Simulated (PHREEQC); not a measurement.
A made-up water analysis in mg/kgw, 64 °C, pH 6.26, pe 0.7: Na 48.3; K 25.1; Ca 278; Mg 6.77; Cl 181; S(6) as SO4 351; Alkalinity as HCO3 246; Br 2.16; Fe(2) 1.01; F 5.7; Si as SiO2 0.79; Mn(2) 1.83.

Valence states are taken as typed.

The numbers come from PHREEQC with the ion-association model, phreeqc.dat.

The ionic strength comes out as 0.0231 mol/kgw. What activity coefficients do K+, Mn+2, Na+, HCO3-, KSO4- get?

K+ 0.85, Mn+2 0.55, Na+ 0.86, HCO3- 0.86, KSO4- 0.86.

Precipitation was switched off in this run. Saturation is exceeded, for instance for Fluorite; the values hold only as long as no solid forms. Species that the database lacks are ignored. Away from 25 °C the constants follow the database's enthalpies or fits; those with neither stay at their 25 °C values. SiF6-2 is the database's only silicon fluoride. Fluoro complexes past AlF4- and FeF3 are missing from the database.
